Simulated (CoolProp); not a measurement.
Saturation properties of chlorine (Tc = 416.9 K, pc = 7.642 MPa, ω = 0.070).

Values from CoolProp's reference Helmholtz-energy equation of state, Thol 2021.

```json
[
 {"T (K)": "236.6", "p (MPa)": "0.09024", "vapour density (kg/m³)": "3.334", "liquid cp (kJ/(kg K))": "0.9400"},
 {"T (K)": "245.2", "p (MPa)": "0.1310", "vapour density (kg/m³)": "4.707", "liquid cp (kJ/(kg K))": "[?]"},
 {"T (K)": "253.8", "p (MPa)": "0.1850", "vapour density (kg/m³)": "6.477", "liquid cp (kJ/(kg K))": "0.9470"},
 {"T (K)": "262.4", "p (MPa)": "[?]", "vapour density (kg/m³)": "[?]", "liquid cp (kJ/(kg K))": "0.9525"},
 {"T (K)": "271", "p (MPa)": "0.3428", "vapour density (kg/m³)": "11.50", "liquid cp (kJ/(kg K))": "0.9594"},
 {"T (K)": "279.6", "p (MPa)": "0.4524", "vapour density (kg/m³)": "14.91", "liquid cp (kJ/(kg K))": "0.9680"},
 {"T (K)": "288.2", "p (MPa)": "0.5864", "vapour density (kg/m³)": "19.04", "liquid cp (kJ/(kg K))": "0.9784"},
 {"T (K)": "296.8", "p (MPa)": "0.7477", "vapour density (kg/m³)": "23.99", "liquid cp (kJ/(kg K))": "0.9906"},
 {"T (K)": "305.4", "p (MPa)": "0.9396", "vapour density (kg/m³)": "[?]", "liquid cp (kJ/(kg K))": "1.005"},
 {"T (K)": "314", "p (MPa)": "1.165", "vapour density (kg/m³)": "36.82", "liquid cp (kJ/(kg K))": "1.022"},
 {"T (K)": "322.6", "p (MPa)": "1.428", "vapour density (kg/m³)": "44.97", "liquid cp (kJ/(kg K))": "1.043"},
 {"T (K)": "331.2", "p (MPa)": "1.730", "vapour density (kg/m³)": "54.52", "liquid cp (kJ/(kg K))": "1.067"},
 {"T (K)": "339.8", "p (MPa)": "2.075", "vapour density (kg/m³)": "65.66", "liquid cp (kJ/(kg K))": "1.096"}
]
```

### Question
Fill in the missing entries.

### Answer

- 245.2, liquid cp (kJ/(kg K)): 0.9428
- 262.4, p (MPa): 0.2547
- 262.4, vapour density (kg/m³): 8.716
- 305.4, vapour density (kg/m³): 29.88

It boils at 239.2 K under 1 atm.
